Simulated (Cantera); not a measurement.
A closed system holds: 1 mol SiH₂Cl₂, 1.8 mol NH₃, at 1175 K and 0.368 Torr.

Cantera equilibrium calculation (NASA polynomials, part measured and part estimated; ideal gas, pure solids and liquids). Candidate condensed phases: NH₄Cl, Si, Si₃N₄; 28 gas species. The tables' values for SiCl₃ are old estimates; treat these amounts as uncertain. Rates play no part.

Base state: H₂ 0.564, HCl 0.371, N₂ 0.0543, SiCl₄ 0.00551, SiCl₂ 0.00345, SiCl₃ 0.00139, SiHCl₃ 0.000197 (mole fractions); condensed: Si₃N₄(s).

Question: What changes in the equilibrium state with this change: temperature from 1175 K to 1225 K?

Answer: 
```tsv
species	before	after
H₂	0.564	0.566
HCl	0.371	0.361
N₂	0.0543	0.0576
SiCl₂	0.00345	0.00938
H	4.16e-6	1.06e-5
SiCl₃	0.00139	0.00221
Si₃N₄(s), mol	0.316	0.307
```

Question: What changes in the equilibrium state with this change: temperature from 1175 K to 873 K?

Answer: 
```json
[
 {"species": "H₂", "before": "0.564", "after": "0.577"},
 {"species": "HCl", "before": "0.371", "after": "0.353"},
 {"species": "N₂", "before": "0.0543", "after": "0.0566"},
 {"species": "SiCl₄", "before": "0.00551", "after": "0.0136"},
 {"species": "SiCl₂", "before": "0.00345", "after": "2.46e-7"},
 {"species": "SiCl₃", "before": "0.00139", "after": "7.54e-6"},
 {"species": "SiHCl₃", "before": "0.000197", "after": "4.75e-5"},
 {"species": "Si₃N₄(s), mol", "before": "0.316", "after": "0.311"}
]
```
